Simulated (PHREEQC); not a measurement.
Brackish or sea water: speciation

Model water analysis in mg/kgw, 70 °C, pH 6.28:

```
constituent         mg/kgw
------------------  ------
Na                    1560
K                     58.6
Ca                     176
Mg                     511
Cl                    7500
S(6) as SO4            716
Alkalinity as HCO3       7
B                      4.2
```

Valence states are taken as typed.

Computed with PHREEQC (Pitzer model, pitzer.dat).

Precipitation was switched off in this run.

What specific conductance does the model give?

specific conductance 38500 µS/cm.

In which forms is C present?

HCO3- 58 %, CO2 42 % of the C.

Constants without temperature data keep their 25 °C values here.
